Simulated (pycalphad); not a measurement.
CALPHAD calculation (pycalphad, COST 507 light-alloy database (1999)), 1 atm. The database dates from 1999; later assessments differ in places, in temperatures and in the compounds included. Amounts are mole fractions of atoms.

**Question.** Give the equilibrium state of Si-1.29Sn (at.%) at 850 K.

**Answer.** diamond (Si), fraction 0.987, with <0.01 Sn at.%; liquid, fraction 0.013, with 99.93 Sn at.%.
